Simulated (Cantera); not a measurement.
A closed system holds: 1 mol SiCl4, 0.12 mol Cl2, 92 mol N2, equilibrated at 19.0 mbar.

These are equilibrium values from Cantera (NASA tables, ideal gas, pure condensed phases), not measurements of a reactor. Candidate condensed phases: Si, Si3N4; 13 gas species. The tables' values for SiCl3 are old estimates; treat these amounts as uncertain. Equilibrium is a limit: real reactors are often held back by kinetics, nucleation or transport. All values below are at 1400 K.

Base state: N2 0.987, SiCl4 0.0107, Cl 0.00236, Cl2 0.000131, SiCl3 4.52e-5 (mole fractions); condensed: gas only.

**Question.** What changes in the equilibrium state with this change: Cl2 from 0.12 to 0.016 mol?

**Answer.** 
```json
[
 {"species": "N2", "before": "0.987", "after": "0.989"},
 {"species": "SiCl4", "before": "0.0107", "after": "0.0105"},
 {"species": "Cl", "before": "0.00236", "after": "0.000550"},
 {"species": "SiCl3", "before": "4.52e-5", "after": "0.000191"},
 {"species": "Cl2", "before": "0.000131", "after": "7.12e-6"},
 {"species": "SiCl2", "before": "8.12e-7", "after": "1.47e-5"}
]
```
